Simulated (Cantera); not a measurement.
A Cantera script and what it prints.

```python
import numpy as np
import cantera as ct

gas_names = """
    C CN CO CO2 C2 CCN CNC C2N2 C2O C3 C3O2 C4 C4N2 C5 N NCO NO NO2 NO3 N2 N2O O O2 O3 Si SiC SiC2 SiN
    SiO SiO2 Si2 Si2C Si2N Si3
""".split()
cond_names = """
    C(gr) Si(cr) Si(L) SiC(b) SiO2(Lqz) SiO2(hqz) SiO2(L) Si2N2O(s) Si3N4(a)
""".split()


# ... load() reads the species with a 1 bar reference pressure and builds the phases ...
atoms = {
    'SiO2': {'Si': 1, 'O': 2},
    'C': {'C': 1},
    'N2': {'N': 2},
}
top_T = {'C(gr)': 4500, 'SiC(b)': 3050, 'Si2N2O(s)': 2100, 'Si3N4(a)': 2400}  # K; cautious upper limits of use, not melting points


# ... equilibrate(T, P, feed) seeds the gas with the atoms and calls Mixture.equilibrate('TP', solver="vcs", rtol=1e-11, max_steps=5000) ...
results = []
feed = {'SiO2': 1, 'C': 5, 'N2': 8.3}  # mol
T = 850  # K
P = 750  # Pa
mix = equilibrate(T, P, feed)
results.append((T, P, feed, dict(zip(mix.species_names, mix.species_moles))))
x = sorted(zip(gas.X, gas.species_names), reverse=True)
print(f"T = {T:g} K  P = {P:g} Pa  gas = {mix.phase_moles(0):.4g} mol")
print("   x: " + "  ".join(f"{s} {v:.3e}" for v, s in x if v > 1e-05))
print("   condensed (mol): " + ("  ".join(f"{mix.phase(i).name} {mix.phase_moles(i):.4g}"
      for i in range(1, mix.n_phases) if mix.phase_moles(i) > 1e-12) or "none"))
```

Result:

```
T = 850 K  P = 750 Pa  gas = 8.301 mol
   x: N2 9.998e-01  CO 2.244e-04
   condensed (mol): C(gr) 4.998  SiO2(hqz) 0.9988  Si2N2O(s) 0.000621
```

Equilibrium computed with Cantera from the NASA thermochemical tables; the gas is ideal and each condensed phase is pure. N2 is the only nitrogen source here; it is nearly inert below about 1500 K, so the nitride shown seldom forms there in practice.
